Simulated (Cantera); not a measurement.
Ignition delay

Mixture: 5.53 % CO, 0.304 % H2, 6.63 % CH4, 13.5 % O2, 74.1 % N2, at 1130 Torr, adiabatic and at constant pressure. Ignition delay is the time to a rise of 400 K.

Cantera simulation using GRI-Mech 3.0 (53 species, 325 reactions); the numbers are that mechanism's predictions, not measurements.

| T0 (K) | delay (ms) |
|---|---|
| 1025 | 455 |
| 1100 | 160 |
| 1175 | 55.9 |
| 1250 | 20.2 |
| 1325 | 7.65 |
| 1400 | 3.08 |

```json
{
  "apparent activation energy between 1250 and 1400 K": "180 kJ/mol"
}
```
